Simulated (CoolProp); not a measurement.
Saturation properties of R1336mzz(Z).

The numbers come from the reference Helmholtz-energy equation of state, McLinden 2020 in CoolProp.

```csv
T (K),p (kPa),liquid density (kg/m³),vapour density (kg/m³),enthalpy of vaporisation (kJ/kg),liquid cp (kJ/(kg K))
352.8,425.9,1208,27.68,140.3,1.345
355.6,458.4,1199,29.80,138.6,1.353
358.4,492.6,1190,32.05,136.8,1.361
361.2,528.8,1181,34.45,135.1,1.369
364.1,568.4,1171,37.10,133.2,1.378
366.9,608.7,1161,39.82,131.4,1.387
369.7,651.1,1151,42.71,129.5,1.397
372.5,695.7,1141,45.79,127.5,1.406
375.4,744.3,1131,49.19,125.5,1.417
378.2,793.6,1120,52.68,123.4,1.428
381,845.3,1109,56.40,121.4,1.440
383.9,901.6,1098,60.51,119.1,1.453
```

It boils at 306.6 K under 1 atm.
